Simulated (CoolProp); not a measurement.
A Linde-Hampson liquefier for dry air: isothermal reversible compression at 250 K from 1 atm to 15 MPa, throttling to 1 atm, return gas leaving the recuperator 5 K below the feed. Each further row changes one setting.

Model: reference Helmholtz-energy equation of state, Lemmon 2000, in CoolProp. It is a pseudo-pure fit of the blend.

```tsv
case	liquid yield per pass	compression work (kJ/kg of gas)
as stated	0.101	351
high pressure 30 MPa	0.153	401
warm-end temperature 280 K	0.070	398
warm-end gap 10 K	0.089	351
```
